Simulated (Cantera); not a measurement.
## Dilute partial oxidation

A perfectly stirred reactor is fed with 0.512 % CH₃OH, 0.966 % O₂, 98.5 % N₂, at 100000 Pa; it is held at 1525 K, and followed from long to short residence time.

Computed with Cantera and GRI-Mech 3.0 (53 species, 325 reactions). GRI-Mech 3.0 was tuned for natural gas; its chemistry of methanol as a main component is partial and can be far from experiment.

| τ (s) | x CH₃OH | x O₂ | x H | x CH₂ | x CH₃ |
|---|---|---|---|---|---|
| 5.4 | 1.35e-7 | 0.00197 | 3.22e-6 | 2.35e-11 | 3.42e-10 |
| 2.0 | 2.45e-7 | 0.00199 | 7.84e-6 | 4.64e-11 | 5.25e-10 |
| 0.72 | 4.32e-7 | 0.00202 | 1.95e-5 | 1.15e-10 | 1.06e-9 |
| 0.26 | 7.25e-7 | 0.00208 | 4.73e-5 | 3.77e-10 | 2.88e-9 |
| 0.095 | 1.16e-6 | 0.00218 | 0.000109 | 1.34e-9 | 9.01e-9 |
| 0.035 | 1.84e-6 | 0.00234 | 0.000232 | 4.45e-9 | 2.84e-8 |
| 0.013 | 2.99e-6 | 0.00257 | 0.000443 | 1.30e-8 | 8.42e-8 |
| 0.0046 | 5.44e-6 | 0.00292 | 0.000754 | 3.65e-8 | 2.46e-7 |
| 0.0017 | 1.11e-5 | 0.00337 | 0.00104 | 9.36e-8 | 6.56e-7 |
| 0.00061 | 2.84e-5 | 0.00404 | 0.00115 | 2.51e-7 | 1.81e-6 |
x: mole fraction; the columns are a selection and need not sum to one.
